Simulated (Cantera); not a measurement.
**Ignition delay**

Mixture: H2 : O2 : N2 = 1 : 0.455 : 1.71 (molar parts), equivalence ratio 1.1, at 1.40 bar, adiabatic and at constant volume. Ignition delay is the time to a rise of 400 K.

Detailed kinetics in Cantera: the H2/O2 subset of GRI-Mech 3.0, which has no nitrogen chemistry.

```
T0 (K)  delay (ms)
------  ----------
950           29.9
1000         0.651
1050         0.128
1100        0.0693
1150        0.0457
1200        0.0330
1250        0.0252
1300        0.0200
```

| Quantity | Result |
|---|---|
| apparent activation energy between 1200 and 1300 K | 65 kJ/mol |
